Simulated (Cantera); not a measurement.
**C₂F₆ + Si + H₂ (fluorocarbon and chlorocarbon gases)**

Input: 1 mol C₂F₆, 0.14 mol Si, a varied amount of H₂, at 1598.15 K and 0.190 bar.

These are equilibrium values from Cantera (NASA tables, ideal gas, pure condensed phases), not measurements of a reactor. Candidate condensed phases: C, C₆H₆, C₇H₈, C₈H₁₈, Si, SiC; 113 gas species. The feed counts by its element totals alone. The tables' values for SiF₃ are old estimates; treat these amounts as uncertain. Gases not in the tables: C₂F₆ and larger saturated fluorocarbons. Kinetics and transport are ignored.

| n(H₂) (mol) | x HF | x H₂ | x CF₄ | x SiF₄ | x CH₄ | x H | x CF₂ | x SiF₃ | n C(graphite) |
|---|---|---|---|---|---|---|---|---|---|
| 2.1 | 0.903 | 1.27e-7 | 0.0666 | 0.0301 | <1e-12 | 4.36e-8 | 9.99e-5 | 3.00e-8 | 1.69 |
| 2.7 | 0.973 | 8.98e-7 | 0.00179 | 0.0252 | <1e-12 | 1.16e-7 | 1.64e-5 | 6.21e-8 | 1.99 |
| 3.5 | 0.855 | 0.123 | <1e-12 | 0.0220 | 4.70e-6 | 4.28e-5 | 9.28e-11 | 2.27e-5 | 2.00 |
| 4.4 | 0.749 | 0.231 | <1e-12 | 0.0192 | 1.67e-5 | 5.88e-5 | 3.77e-11 | 3.12e-5 | 2.00 |
| 5.5 | 0.651 | 0.332 | <1e-12 | 0.0167 | 3.45e-5 | 7.05e-5 | 1.98e-11 | 3.74e-5 | 2.00 |
| 7 | 0.552 | 0.434 | <1e-12 | 0.0141 | 5.89e-5 | 8.06e-5 | 1.09e-11 | 4.27e-5 | 2.00 |
| 8.9 | 0.463 | 0.525 | <1e-12 | 0.0118 | 8.63e-5 | 8.86e-5 | 6.33e-12 | 4.69e-5 | 2.00 |
| 11 | 0.393 | 0.597 | <1e-12 | 0.0100 | 0.000111 | 9.45e-5 | 4.01e-12 | 4.99e-5 | 2.00 |
| 14 | 0.323 | 0.669 | <1e-12 | 0.00824 | 0.000140 | 0.000100 | 2.42e-12 | 5.27e-5 | 2.00 |
| 18 | 0.261 | 0.732 | <1e-12 | 0.00664 | 0.000168 | 0.000105 | 1.44e-12 | 5.50e-5 | 2.00 |
x: gas mole fraction; n: condensed amount in mol.

From 2.1 mol H₂ to 18 mol H₂ the condensed part is C(graphite). The main Si-bearing gas is SiF₄ throughout.
